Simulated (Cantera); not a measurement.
Input: 1 mol trisilylamine, 13 mol N2, at 0.435 Torr.

Cantera equilibrium calculation (NASA polynomials, part measured and part estimated; ideal gas, pure solids and liquids). Candidate condensed phases: Si, Si3N4; 18 gas species. The feed counts by its element totals alone. The tables' values for SiN are old estimates; treat these amounts as uncertain. Rates play no part. All values below are at 1452 °C.

Base state: N2 0.747, H2 0.247, H 0.00383, Si 0.00175, Si2N 3.56e-5, SiH 2.99e-5, SiN 2.03e-5 (mole fractions); condensed: Si(l).

Problem. What changes in the equilibrium state with this change: trisilylamine replaced by SiCl4?

Solution. 
| species | before | after |
|---|---|---|
| N2 | 0.747 | 0.834 |
| Cl | 0 | 0.101 |
| SiCl2 | 0 | 0.0443 |
| H2 | 0.247 | 0 |
| SiCl3 | 0 | 0.0129 |
| SiCl4 | 0 | 0.00701 |
| H | 0.00383 | 0 |
| Cl2 | 0 | 0.000124 |
| Si2N | 3.56e-5 | <1e-9 |
| SiH | 2.99e-5 | 0 |
| Si(l), mol | 2.97 | 0 |
The tables' values for SiCl3 are old estimates; treat these amounts as uncertain.
